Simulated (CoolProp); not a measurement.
Computed with CoolProp (reference Helmholtz-energy equation of state, Tillner-Roth 1997).

Task: For CH2F2 (R32), give the phase and the Joule-Thomson coefficient (K/MPa), isothermal compressibility (1/MPa), Prandtl number at 84.85 °C and 3940 kPa; 131.05 °C and 3940 kPa.

Result: 
- 84.85 °C and 3940 kPa: gas; Joule-Thomson coefficient 12.8, isothermal compressibility 0.384, Prandtl number 1.07
- 131.05 °C and 3940 kPa: gas; Joule-Thomson coefficient 8.98, isothermal compressibility 0.309, Prandtl number 0.832

Viscosity comes from a separate model (Bell 2016), an estimate that may be off by 10 % or more. Thermal conductivity comes from a separate model (Huber 2003), an estimate that may be off by 10 % or more.
